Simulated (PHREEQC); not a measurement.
Dissolve 0.11 mol/kgw HF, 0.00012 mol/kgw (CH3)4NF and 1.3 mol/kgw HCl at 20 °C and 50 atm. Closed to the air; pH follows from the charge balance.

All values are PHREEQC results (ion-association model, phreeqc.dat), not measurements.

This is a speciation only: nothing precipitates in the calculation.

Predict the pH, activity of water.

pH 0.02; activity of water 0.954.

Caution: at this ionic strength the ion-association model is outside its range; a Pitzer model would be the better tool where its parameters exist. Complexes and solids missing from the database can't appear. Under pressure, the constants of complexes without a molar volume in the database are unreliable. (CH3)4N+ isn't in the database: it is added as a free cation with an ion size of 4 Å.
